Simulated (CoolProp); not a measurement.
Vapour-liquid equilibrium of R1234yf (1) + isobutane (2) at 0.133 MPa; x and y are mole fractions of (1).

Computed with CoolProp (multi-fluid Helmholtz-energy mixture model, Lemmon 2022 and Bücker 2006; pair parameters Bell 2016).

Q: Give the bubble temperature and the first vapour's composition at x = 0.35, 0.65, 0.8. Is there an azeotrope?

A: x = 0.35: 251.9 K, y = 0.595; x = 0.65: 249.6 K, y = 0.721; x = 0.8: 249.2 K, y = 0.804. y crosses x between x = 0.8 and 0.95: the model has an azeotrope there.

The pair parameters rest on a limited set of measurements; away from them the model extrapolates.
